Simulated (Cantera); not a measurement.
A perfectly stirred reactor is fed with CH₄ : O₂ : N₂ = 1 : 2.74 : 21.9 (molar parts), equivalence ratio 0.73, at 0.870 bar; it is adiabatic with a 675 K inlet, and is followed from long to short residence time, starting on the burning branch (τ in s: 0.42, 0.13, 0.041, 0.013, 0.004, 0.0013, 0.00039, 0.00012, 3.8e-05, 1.2e-05, 3.7e-06).

Computed with Cantera and GRI-Mech 3.0 (53 species, 325 reactions).

x: mole fraction; the columns are a selection and need not sum to one.

| τ (s) | T (K) | x CH₄ | x O₂ | x H | x NO₂ | x HO₂ | x HCO |
|---|---|---|---|---|---|---|---|
| 0.42 | 1567 | 7.33e-6 | 0.0289 | 8.82e-6 | 1.11e-8 | 8.84e-7 | … |
| 0.13 | 1564 | 1.54e-5 | 0.0290 | 2.71e-5 | 8.70e-9 | 1.76e-6 | … |
| 0.041 | 1557 | 3.19e-5 | 0.0292 | 8.00e-5 | 6.29e-9 | 3.27e-6 | … |
| 0.013 | 1543 | 6.70e-5 | 0.0297 | 0.000222 | 4.79e-9 | 5.60e-6 | … |
| 0.0040 | 1516 | 0.000152 | 0.0309 | 0.000562 | 3.63e-9 | 9.08e-6 | … |
| 0.0013 | 1466 | 0.000407 | 0.0337 | 0.00107 | 2.36e-9 | 1.48e-5 | … |
| 0.00039 | 675 | 0.0390 | 0.107 | <1e-12 | <1e-12 | <1e-12 | <1e-12 |
| 0.00012 | 675 | 0.0390 | 0.107 | <1e-12 | <1e-12 | <1e-12 | <1e-12 |
| 3.8e-5 | 675 | 0.0390 | 0.107 | <1e-12 | <1e-12 | <1e-12 | <1e-12 |
| 1.2e-5 | 675 | 0.0390 | 0.107 | <1e-12 | <1e-12 | <1e-12 | <1e-12 |
| 3.7e-6 | 675 | 0.0390 | 0.107 | <1e-12 | <1e-12 | <1e-12 | <1e-12 |

### Question
What belongs in the gaps?

### Answer

- 0.42, x HCO: 5.45e-9
- 0.13, x HCO: 1.86e-8
- 0.041, x HCO: 6.25e-8
- 0.013, x HCO: 2.07e-7
- 0.0040, x HCO: 6.89e-7
- 0.0013, x HCO: 2.10e-6
